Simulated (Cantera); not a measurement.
What does this Cantera script print?

```python
import numpy as np
import cantera as ct

gas_names = [...]  # 151 gases of nasa_gas.yaml made of C, H, N, O, Si
cond_names = """
    C(gr) C6H6(L) C7H8(L) C8H18(L),n-octa H2O(s) H2O(L) Si(cr) Si(L) SiC(b) SiO2(Lqz) SiO2(hqz) SiO2(L)
    Si2N2O(s) Si3N4(a)
""".split()


# ... load() reads the species with a 1 bar reference pressure and builds the phases ...
atoms = {
    'HMDSO': {'Si': 2, 'C': 6, 'H': 18, 'O': 1},
    'N2O': {'N': 2, 'O': 1},
}
top_T = {'C(gr)': 4500, 'SiC(b)': 3050, 'Si2N2O(s)': 2100, 'Si3N4(a)': 2400}  # K; cautious upper limits of use, not melting points


# ... equilibrate(T, P, feed) seeds the gas with the atoms and calls Mixture.equilibrate('TP', solver="vcs", rtol=1e-11, max_steps=5000) ...
results = []
feed = {'HMDSO': 1, 'N2O': 1.5}  # mol
T = 1698  # K
P = 1333.22  # Pa
mix = equilibrate(T, P, feed)
results.append((T, P, feed, dict(zip(mix.species_names, mix.species_moles))))
x = sorted(zip(gas.X, gas.species_names), reverse=True)
print(f"T = {T:g} K  P = {P:g} Pa  gas = {mix.phase_moles(0):.4g} mol")
print("   x: " + "  ".join(f"{s} {v:.3e}" for v, s in x if v > 0.001))
print("   condensed (mol): " + ("  ".join(f"{mix.phase(i).name} {mix.phase_moles(i):.4g}"
      for i in range(1, mix.n_phases) if mix.phase_moles(i) > 1e-12) or "none"))
```

It prints:

```
T = 1698 K  P = 1333.22 Pa  gas = 13.01 mol
   x: H2 6.908e-01  CO 1.914e-01  N2 1.148e-01  H 1.041e-03  HCN 1.020e-03
   condensed (mol): C(gr) 1.505  SiC(b) 1.99
```

Equilibrium computed with Cantera from the NASA thermochemical tables; the gas is ideal and each condensed phase is pure. The feed counts by its element totals alone.
